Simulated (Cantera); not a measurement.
Thermodynamics of tantalum, niobium, vanadium and zirconium in process gases, feed Zr + N2O + H2

Input: 1 mol Zr, 9.8 mol N2O, 27 mol H2, equilibrated at 2030 Torr.

Method: chemical equilibrium by Gibbs-energy minimisation in Cantera with the NASA 1993 tables (ideal gas, pure condensed phases). Candidate condensed phases: H2O, Zr, ZrN, ZrO2; 28 gas species. Kinetics and transport are ignored.

At 1077 °C the condensed part is ZrO2(monoclinic). From 1227 °C to 2277 °C the condensed part is ZrO2(tetragonal). At 2427 °C the condensed part is ZrO2(s).

```tsv
T (°C)	log p H2	log p N2	log p H2O	log p H	log p OH	n ZrO2(monoclinic)	n ZrO2(tetragonal)	n ZrO2(s)
1077	0.15	-0.14	-0.24	-5.55	-7.73	1.00	0	0
1227	0.15	-0.14	-0.24	-4.68	-6.62	0	1.00	0
1377	0.15	-0.14	-0.24	-3.97	-5.70	0	1.00	0
1527	0.15	-0.14	-0.24	-3.37	-4.94	0	1.00	0
1677	0.15	-0.14	-0.24	-2.87	-4.30	0	1.00	0
1827	0.15	-0.14	-0.24	-2.43	-3.75	0	1.00	0
1977	0.15	-0.14	-0.24	-2.06	-3.27	0	1.00	0
2127	0.14	-0.14	-0.25	-1.73	-2.85	0	1.000	0
2277	0.14	-0.15	-0.25	-1.44	-2.48	0	1.000	0
2427	0.13	-0.15	-0.25	-1.18	-2.16	0	0	1.000
```
log p: log10 of the partial pressure in bar; n: condensed amount in mol.
